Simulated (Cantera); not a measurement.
An isothermal, constant-pressure homogeneous reactor starts with 38.5 % N₂O, 61.5 % N₂, at 1525 K and 308 Torr.

Detailed kinetics in Cantera: GRI-Mech 3.0 (53 species, 325 reactions). GRI-Mech 3.0 was tuned for natural gas; its chemistry of N2O as a main component is partial and can be far from experiment. The temperature is held fixed by assumption; the heat of reaction is taken as removed at once.

One state of this run: x N₂O = 0.0123; x N₂ = 0.794; x O = 2.78e-5; x NO = 0.0742; x NO₂ = 0.000192. x: mole fraction; the columns are a selection and need not sum to one.

### Question
Which value of t (s) does it belong to?
A) 0.000184
B) 10.0
C) 0.128
D) 6.19e-5

### Answer
C, 0.128
